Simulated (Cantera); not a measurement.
Low-pressure radical oxidation in H2/O2

An isothermal, constant-pressure homogeneous reactor starts with 28.1 % H₂, 71.9 % O₂, equivalence ratio 0.20, at 1175 K and 4.88 Torr.

Computed with Cantera and the H2/O2 subset of GRI-Mech 3.0, which has no nitrogen chemistry. Radical loss at walls, strong at low pressure, is not modelled. The temperature is held fixed by assumption; the heat of reaction is taken as removed at once.

```csv
t (s),x H₂,x O₂,x HO₂,x OH,x H
0.000400,0.281,0.719,2.24e-8,1.77e-8,7.23e-8
0.000866,0.281,0.719,5.16e-8,4.87e-7,1.94e-6
0.00188,0.276,0.717,1.66e-6,0.000526,0.00211
0.00406,0.0166,0.577,4.81e-6,0.0111,0.112
0.00880,0.0146,0.587,5.08e-6,0.0106,0.0955
0.0191,0.0122,0.608,5.57e-6,0.00984,0.0661
0.0413,0.00742,0.639,6.06e-6,0.00783,0.0276
0.0894,0.00236,0.663,5.33e-6,0.00446,0.00455
0.194,0.000433,0.671,2.83e-6,0.00191,0.000347
0.420,7.81e-5,0.673,9.26e-7,0.000813,2.67e-5
0.909,1.81e-5,0.673,2.77e-7,0.000394,3.03e-6
1.97,5.29e-6,0.674,9.25e-8,0.000214,4.85e-7
4.26,1.81e-6,0.674,3.54e-8,0.000126,9.83e-8
9.23,6.86e-7,0.674,1.62e-8,7.76e-5,2.31e-8
20.0,2.79e-7,0.674,9.99e-9,4.96e-5,6.04e-9
```
x: mole fraction; the columns are a selection and need not sum to one.

Equilibrium at this temperature and pressure: H₂ 3.71e-8, O₂ 0.674, HO₂ 1.24e-8, OH 1.81e-5, H 2.95e-10 (gas phase only).
